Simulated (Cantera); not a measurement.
Mixture: H2 : O2 : N2 = 1 : 0.455 : 1.71 (molar parts), equivalence ratio 1.1, at 48000 Pa, adiabatic and at constant volume. Ignition delay is the time to a rise of 400 K.

Cantera simulation using the H2/O2 subset of GRI-Mech 3.0, which has no nitrogen chemistry; the numbers are that mechanism's predictions, not measurements. Below about 950 K walls govern HO2 and H2O2 in real vessels. Where the delays flatten at high temperature, the 400 K rule measures the pace of heat release, not the induction time.

**Question.** Predict: delay at 850 K; delay at 950 K; delay at 1050 K; delay at 1150 K; delay at 1250 K.

**Answer.** 
```json
{
 "delay at 850 K": "1.33 s",
 "delay at 950 K": "0.752 ms",
 "delay at 1050 K": "0.237 ms",
 "delay at 1150 K": "0.121 ms",
 "delay at 1250 K": "74.7 µs"
}
```
